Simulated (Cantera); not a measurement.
# Diamond growth

A diamond (100) surface in a fixed gas of H2 with x(CH4) = 0.0042, x(H) = 0.0031, x(CH3) = 0.00037, 0.0120 bar; coverages are run to steady state.

Model: the Harris–Goodwin 1993 mechanism for the reconstructed diamond (100) surface, integrated in Cantera.

| T (K) | growth (µm/h) | θ c6HH | θ c6H* | θ c6*H | θ c6** | θ c6HM |
|---|---|---|---|---|---|---|
| 950 | 1.55 | 0.588 | 0.0129 | 0.305 | 0.00586 | 0.0678 |
| 1000 | 1.73 | 0.559 | 0.0171 | 0.349 | 0.00869 | 0.0477 |
| 1050 | 1.53 | 0.533 | 0.0219 | 0.393 | 0.0124 | 0.0272 |
| 1100 | 1.06 | 0.505 | 0.0272 | 0.432 | 0.0168 | 0.0120 |
| 1150 | 0.685 | 0.475 | 0.0326 | 0.462 | 0.0218 | 0.00444 |
| 1200 | 0.526 | 0.445 | 0.0380 | 0.486 | 0.0272 | 0.00156 |
| 1250 | 0.502 | 0.417 | 0.0433 | 0.504 | 0.0330 | 0.000549 |
| 1300 | 0.513 | 0.392 | 0.0485 | 0.518 | 0.0390 | 0.000196 |
| 1350 | 0.459 | 0.371 | 0.0536 | 0.529 | 0.0451 | 6.94e-5 |
| 1400 | 0.317 | 0.353 | 0.0586 | 0.536 | 0.0512 | 2.50e-5 |
θ: site fractions in the mechanism's names (c6HH fully hydrogenated, c6H* and c6*H radical sites, c6** diradical, c6HM methylated).
